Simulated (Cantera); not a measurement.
Feed: 1 mol SiC, 0.015 mol CO₂, 1.3 mol H₂, 0.041 mol H₂O, held at 1225 °C and 0.00120 bar.

Equilibrium computed with Cantera from the NASA thermochemical tables; the gas is ideal and each condensed phase is pure. Candidate condensed phases: C, C₆H₆, C₇H₈, C₈H₁₈, H₂O, Si, SiC, SiO₂; 123 gas species. Kinetics and transport are ignored.

Base state: H₂ 0.949, CO 0.0304, SiO 0.0198, H 0.000483 (mole fractions); condensed: SiC(s).

Task: What changes in the equilibrium state with this change: temperature from 1225 °C to 1302 °C?

Result: 
```
species        before    after
-----------  --------  -------
H₂              0.949    0.949
CO             0.0304   0.0304
SiO            0.0198   0.0198
H            0.000483  0.00117
SiC(s), mol     0.972    0.972
```

Task: What changes in the equilibrium state with this change: temperature from 1225 °C to 1725 °C?

Result: 
| species | before | after |
|---|---|---|
| H₂ | 0.949 | 0.895 |
| H | 0.000483 | 0.0439 |
| CO | 0.0304 | 0.0357 |
| Si | 1.11e-6 | 0.0120 |
| SiO | 0.0198 | 0.0128 |
| Si₂C | 1.66e-9 | 0.000327 |
| Si₂ | <1e-9 | 4.20e-5 |
| SiC₂ | <1e-9 | 1.28e-5 |
| SiH | 1.21e-7 | 0.000268 |
| C₂H₂ (acetylene) | 2.50e-8 | 1.76e-5 |
| SiC(s), mol | 0.972 | 0.962 |
Gases not in the tables: Si₂H₆ and higher silanes.

Task: What changes in the equilibrium state with this change: SiC replaced by Si?

Result: 
```csv
species,before,after
H₂,0.949,0.949
SiO,0.0198,0.0490
CO,0.0304,0.00132
H,0.000483,0.000483
"SiC(s), mol",0.972,0.0131
"Si(s), mol",0,0.918
```
Mutual solubility and eutectic melting of coexisting phases are not modelled.
